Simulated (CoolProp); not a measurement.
Vapour-liquid equilibrium of n-butane (1) + cis-2-butene (2) at 0.651 MPa; x and y are mole fractions of (1).

Computed with CoolProp (multi-fluid Helmholtz-energy mixture model, Bücker 2006 and Lemmon 2005; pair parameters Bell 2016).

### Question
Give the bubble temperature and the first vapour's composition at x = 0.2, 0.425, 0.875. Is there an azeotrope?

### Answer
x = 0.2: 336.5 K, y = 0.219; x = 0.425: 335.5 K, y = 0.445; x = 0.875: 334.2 K, y = 0.880. No azeotrope shows between x = 0.05 and 0.95.

Pair parameters are fitted to limited data, so mixtures are less certain than the pure fluids.
